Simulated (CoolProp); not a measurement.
A Linde-Hampson liquefier for nitrogen: isothermal reversible compression at 250 K from 1 atm to 25 MPa, throttling to 1 atm, return gas leaving the recuperator 5 K below the feed. Each further row changes one setting.

The numbers come from the reference Helmholtz-energy equation of state, Span 2000 in CoolProp.

```json
[
 {"case": "as stated", "liquid yield per pass": "0.130", "compression work (kJ/kg of gas)": "403"},
 {"case": "high pressure 50 MPa", "liquid yield per pass": "___", "compression work (kJ/kg of gas)": "___"},
 {"case": "warm-end temperature 280 K", "liquid yield per pass": "0.091", "compression work (kJ/kg of gas)": "457"},
 {"case": "warm-end gap 10 K", "liquid yield per pass": "___", "compression work (kJ/kg of gas)": "403"}
]
```

Question: What belongs in the gaps?

Answer: 
- high pressure 50 MPa, liquid yield per pass: 0.138
- high pressure 50 MPa, compression work (kJ/kg of gas): 465
- warm-end gap 10 K, liquid yield per pass: 0.118
